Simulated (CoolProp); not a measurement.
Model: reference Helmholtz-energy equation of state, Gao 2022, in CoolProp.

Question: Give the vapour pressure (MPa), vapour density (kg/m³), liquid cp (kJ/(kg K)) of saturated n-perfluorobutane at 285.1, 289.1, 297.1 K.

Answer: 
```
T (K)  p (MPa)  vapour density (kg/m³)  liquid cp (kJ/(kg K))
-----  -------  ----------------------  ---------------------
285.1    0.172                    18.6                   1.12
289.1    0.198                    21.3                   1.13
297.1    0.258                    27.5                   1.14
```
